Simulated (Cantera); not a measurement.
Charge: 1 mol C2F6, 0.026 mol CH4, 0.31 mol H2, held at 1325 K and 86.0 Pa.

Cantera equilibrium calculation (NASA polynomials, part measured and part estimated; ideal gas, pure solids and liquids). Candidate condensed phases: C, C6H6, C7H8, C8H18; 95 gas species. The feed counts by its element totals alone. Gases not in the tables: C2F6 and larger saturated fluorocarbons. Kinetics and transport are ignored.

Base state: CF4 0.646, HF 0.354, CF2 6.04e-5, F 1.23e-5, CF3 1.19e-5 (mole fractions); condensed: C(graphite).

Task: What changes in the equilibrium state with this change: temperature from 1325 K to 2023.15 K?

Result: 
```json
[
 {"species": "CF4", "before": "0.646", "after": "0.286"},
 {"species": "HF", "before": "0.354", "after": "0.256"},
 {"species": "CF2", "before": "6.04e-5", "after": "0.246"},
 {"species": "F", "before": "1.23e-5", "after": "0.205"},
 {"species": "CF", "before": "<1e-9", "after": "0.00106"},
 {"species": "CF3", "before": "1.19e-5", "after": "0.00773"},
 {"species": "C(graphite), mol", "before": "0.707", "after": "0.496"}
]
```
